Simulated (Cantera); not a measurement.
Feed: 1 mol BN, 3.4 mol Cl2, equilibrated at 852 °C and 1.00 bar.

Method: chemical equilibrium by Gibbs-energy minimisation in Cantera with the NASA 1993 tables (ideal gas, pure condensed phases). Candidate condensed phases: B, BN; 10 gas species. Equilibrium is a limit: real reactors are often held back by kinetics, nucleation or transport.

Base state: Cl2 0.558, BCl3 0.294, N2 0.147, Cl 0.00153 (mole fractions); condensed: gas only.

Question: What changes in the equilibrium state with this change: temperature from 852 °C to 650 °C?

Answer: 
| species | before | after |
|---|---|---|
| Cl2 | 0.558 | 0.559 |
| BCl3 | 0.294 | 0.294 |
| N2 | 0.147 | 0.147 |
| Cl | 0.00153 | 8.37e-5 |

Question: What changes in the equilibrium state with this change: pressure from 1.00 bar to 0.100 bar?

Answer: 
```csv
species,before,after
Cl2,0.558,0.555
BCl3,0.294,0.293
N2,0.147,0.147
Cl,0.00153,0.00483
```
